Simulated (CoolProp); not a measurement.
Vapour-liquid equilibrium of R134a (1) + methanol (2) at -21.85 °C; x and y are mole fractions of (1).

Values from CoolProp's multi-fluid Helmholtz-energy mixture model, Tillner-Roth 1994 and de Reuck 1993; pair parameters Bell 2016.

Task: Give the bubble pressure and the first vapour's composition at x = 0.425, 0.65, 0.875. Is there an azeotrope?

Result: x = 0.425: 0.8080 bar, y = 0.990; x = 0.65: 0.9161 bar, y = 0.993; x = 0.875: 1.087 bar, y = 0.996. No azeotrope shows between x = 0.05 and 0.95.

Pair parameters are fitted to limited data, so mixtures are less certain than the pure fluids. With so large a gap from Raoult's law the liquid may split in two, which this calculation doesn't test in full.
